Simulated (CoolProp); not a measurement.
Acetone along the isotherm 550 K: Z from the reference equation and from simpler models built on Tc = 508.1 K, pc = 4.692 MPa, ω = 0.307; each cubic takes its own stable root.

Computed with CoolProp (reference Helmholtz-energy equation of state, Lemmon 2006). It is a short technical equation, of lower accuracy than the large ones.

```json
[
 {"p (MPa)": "1.17", "phase": "gas", "reference": "0.9235", "van der Waals": "0.9358", "Redlich-Kwong": "0.9299"},
 {"p (MPa)": "2.35", "phase": "gas", "reference": "0.8416", "van der Waals": "0.8629", "Redlich-Kwong": "0.8526"},
 {"p (MPa)": "3.52", "phase": "gas", "reference": "0.7542", "van der Waals": "0.7782", "Redlich-Kwong": "0.7668"},
 {"p (MPa)": "4.69", "phase": "gas", "reference": "0.6579", "van der Waals": "0.6718", "Redlich-Kwong": "0.6672"},
 {"p (MPa)": "5.87", "phase": "supercritical", "reference": "0.5477", "van der Waals": "0.5158", "Redlich-Kwong": "0.5452"},
 {"p (MPa)": "7.04", "phase": "supercritical", "reference": "0.4224", "van der Waals": "0.4150", "Redlich-Kwong": "0.4321"},
 {"p (MPa)": "8.21", "phase": "supercritical", "reference": "0.3360", "van der Waals": "0.4243", "Redlich-Kwong": "0.4027"},
 {"p (MPa)": "9.38", "phase": "supercritical", "reference": "0.3241", "van der Waals": "0.4517", "Redlich-Kwong": "0.4102"},
 {"p (MPa)": "10.6", "phase": "supercritical", "reference": "0.3352", "van der Waals": "0.4857", "Redlich-Kwong": "0.4293"},
 {"p (MPa)": "11.7", "phase": "supercritical", "reference": "0.3514", "van der Waals": "0.5181", "Redlich-Kwong": "0.4504"}
]
```
